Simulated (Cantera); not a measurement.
# Gas-phase reforming

An isothermal, constant-pressure homogeneous reactor starts with CH4 : CO2 = 1 : 4.5 (molar parts), at 1775 K and 0.270 bar.

Cantera simulation using GRI-Mech 3.0 (53 species, 325 reactions); the numbers are that mechanism's predictions, not measurements.

| t (s) | x CH4 | x CO2 | x H2 | x H2O | x CH2CO |
|---|---|---|---|---|---|
| 2.00e-6 | 0.182 | 0.818 | 4.09e-6 | 2.49e-7 | <1e-12 |
| 8.60e-6 | 0.182 | 0.818 | 2.19e-5 | 1.75e-6 | <1e-12 |
| 3.69e-5 | 0.182 | 0.818 | 9.95e-5 | 8.33e-6 | 1.23e-12 |
| 0.000159 | 0.181 | 0.818 | 0.000523 | 4.51e-5 | 1.13e-10 |
| 0.000682 | 0.172 | 0.814 | 0.00669 | 0.000696 | 3.03e-8 |
| 0.00293 | 0.119 | 0.762 | 0.0573 | 0.0148 | 8.84e-6 |
| 0.0126 | 0.0477 | 0.612 | 0.0719 | 0.0988 | 6.80e-5 |
| 0.0541 | 0.00585 | 0.431 | 0.0393 | 0.195 | 0.000149 |
| 0.233 | 0.00261 | 0.319 | 0.0667 | 0.190 | 2.90e-5 |
| 1.00 | 4.48e-5 | 0.281 | 0.0805 | 0.186 | 1.38e-7 |
x: mole fraction; the columns are a selection and need not sum to one.

Equilibrium at this temperature and pressure: CH4 2.47e-11, CO2 0.281, H2 0.0806, H2O 0.186, CH2CO <1e-12 (gas phase only).
